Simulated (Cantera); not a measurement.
Input: 1 mol Al, 0.87 mol N2O, 350 mol N2, held at 24.0 mbar.

These are equilibrium values from Cantera (NASA tables, ideal gas, pure condensed phases), not measurements of a reactor. Candidate condensed phases: Al, AlN, Al2O3; 16 gas species. Mutual solubility and eutectic melting of coexisting phases are not modelled. Condensed phases not in the tables: aluminium oxynitride. The numbers say what is thermodynamically allowed, not how fast it happens.

x: gas mole fraction; n: condensed amount in mol.

```
T (K)   x N2      x Al    x Al2O     x AlO   x Al2O2      x NO       x N  n AlN(s)  n Al2O3(s)
-----  -----  --------  --------  --------  --------  --------  --------  --------  ----------
725     1.00    <1e-12    <1e-12    <1e-12    <1e-12    <1e-12    <1e-12     0.420       0.290
825     1.00    <1e-12    <1e-12    <1e-12    <1e-12    <1e-12    <1e-12     0.420       0.290
925     1.00    <1e-12    <1e-12    <1e-12    <1e-12    <1e-12    <1e-12     0.420       0.290
1025    1.00    <1e-12    <1e-12    <1e-12    <1e-12    <1e-12    <1e-12     0.420       0.290
1125    1.00    <1e-12    <1e-12    <1e-12    <1e-12    <1e-12    <1e-12     0.420       0.290
1225    1.00    <1e-12    <1e-12    <1e-12    <1e-12    <1e-12    <1e-12     0.420       0.290
1325    1.00  1.93e-11    <1e-12    <1e-12    <1e-12    <1e-12    <1e-12     0.420       0.290
1425    1.00   1.13e-9  1.18e-11    <1e-12    <1e-12    <1e-12    <1e-12     0.420       0.290
1525    1.00   3.84e-8   1.06e-9  1.76e-12    <1e-12    <1e-12    <1e-12     0.420       0.290
1625   1.000   8.42e-7   5.47e-8  5.65e-11    <1e-12  3.80e-12  7.51e-12     0.420       0.290
1725   1.000   1.28e-5   1.76e-6   1.21e-9  5.85e-12  2.45e-11  5.87e-11     0.415       0.290
1825   1.000       ___       ___       ___       ___       ___       ___       ___       0.286
1925   0.999  0.000777  0.000314   1.79e-7   2.92e-9  7.80e-10   1.89e-9         0       0.253
2025   0.999  0.000807  0.000291   8.47e-7   1.30e-8   1.06e-8   8.31e-9         0       0.256
```

### Question
Some entries are withheld; supply them.

### Answer

- 1825, x Al: 0.000144
- 1825, x Al2O: 3.82e-5
- 1825, x AlO: 1.84e-8
- 1825, x Al2O2: 1.84e-10
- 1825, x NO: 1.28e-10
- 1825, x N: 3.66e-10
- 1825, n AlN(s): 0.351
